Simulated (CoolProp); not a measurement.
Vapour-liquid equilibrium of R134a (1) + dimethyl ether (2) at 0.173 MPa; x and y are mole fractions of (1).

Values from CoolProp's multi-fluid Helmholtz-energy mixture model, Tillner-Roth 1994 and Wu 2011; pair parameters Bell 2016.

```tsv
x	bubble temperature (°C)	y at the bubble point	dew temperature at overall composition x (°C)	liquid density (mol/L)
0.05	-11.4	0.040	-11.4	15.43
0.15	-10.9	0.132	-10.8	15.15
0.25	-10.6	0.237	-10.6	14.89
0.35	-10.5	0.351	-10.5	14.63
0.45	-10.6	0.468	-10.6	14.38
0.55	-10.9	0.583	-10.8	14.14
0.65	-11.4	0.691	-11.2	13.90
0.75	-12.0	0.791	-11.7	13.67
0.85	-12.6	0.881	-12.4	13.45
0.95	-13.3	0.962	-13.2	13.23
```

y crosses x between x = 0.25 and 0.35: the model has an azeotrope there.

The pair parameters rest on a limited set of measurements; away from them the model extrapolates.
